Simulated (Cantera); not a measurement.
A perfectly stirred reactor is fed with 9.28 % CH4, 18.6 % O2, 69.8 % N2, 2.41 % CO2, at 180000 Pa; it is adiabatic with a 400 K inlet, and is followed from long to short residence time, starting on the burning branch (τ in s: 0.093, 0.042, 0.019, 0.0087, 0.004, 0.0018, 0.00082, 0.00037, 0.00017, 7.7e-05, 3.5e-05, 1.6e-05, 7.3e-06).

Model: GRI-Mech 3.0 (53 species, 325 reactions), integrated in Cantera.

**Question.** Predict: blow-out, bracketed by the residence times tried; x(CH4) at τ = 93.0 ms; x(O2) at τ = 93.0 ms; x(CO2) at τ = 93.0 ms; x(H2O2) at τ = 93.0 ms; x(HCN) at τ = 93.0 ms; x(CH4) at τ = 0.820 ms; x(O2) at τ = 0.820 ms; x(CO2) at τ = 0.820 ms; x(H2O2) at τ = 0.820 ms; x(HCN) at τ = 0.820 ms.

**Answer.** 
* **blow-out, bracketed by the residence times tried**: burning at 77.0 µs, out at 35.0 µs
* **x(CH4) at τ = 93.0 ms**: 3.15e-6
* **x(O2) at τ = 93.0 ms**: 0.00556
* **x(CO2) at τ = 93.0 ms**: 0.106
* **x(H2O2) at τ = 93.0 ms**: 7.38e-8
* **x(HCN) at τ = 93.0 ms**: 3.28e-7
* **x(CH4) at τ = 0.820 ms**: 0.000109
* **x(O2) at τ = 0.820 ms**: 0.0153
* **x(CO2) at τ = 0.820 ms**: 0.0898
* **x(H2O2) at τ = 0.820 ms**: 2.69e-7
* **x(HCN) at τ = 0.820 ms**: 1.39e-6
